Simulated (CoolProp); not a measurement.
A single-stage vapour-compression cycle with R13: evaporating at 242.15 K (dew point), condensing at 280.15 K (bubble point), superheat 8 K, subcooling 0 K, compressor efficiency 0.85, no pressure losses. Each further row changes one setting.

The numbers come from the reference Helmholtz-energy equation of state, Platzer 1990 in CoolProp. This equation is an older, rougher fit; its heat capacities, sound speeds and derivatives of the liquid may be far off and weren't checked against measurements.

```
case                              cooling COP  pressure ratio  discharge temperature (K)  refrigerating effect (kJ/kg)  volumetric capacity (kJ/m³)
--------------------------------  -----------  --------------  -------------------------  ----------------------------  ---------------------------
as stated                                3.76            2.88                      302.5                          81.2                         3910
evaporating temperature 247.15 K         4.54      (withheld)                      300.4                          82.7                         4670
condensing temperature 275.15 K    (withheld)            2.54                      295.8                    (withheld)                   (withheld)
subcooling 5 K                     (withheld)            2.88                      302.5                          88.0                         4240
superheat 18 K                     (withheld)            2.88                      312.3                    (withheld)                         3990
compressor efficiency 0.75               3.32            2.88                      305.7                          81.2                         3910
```

Q: Complete the blanks.

A: 
- evaporating temperature 247.15 K, pressure ratio: 2.46
- condensing temperature 275.15 K, cooling COP: 4.61
- condensing temperature 275.15 K, refrigerating effect (kJ/kg): 87.7
- condensing temperature 275.15 K, volumetric capacity (kJ/m³): 4230
- subcooling 5 K, cooling COP: 4.08
- superheat 18 K, cooling COP: 3.81
- superheat 18 K, refrigerating effect (kJ/kg): 88.2
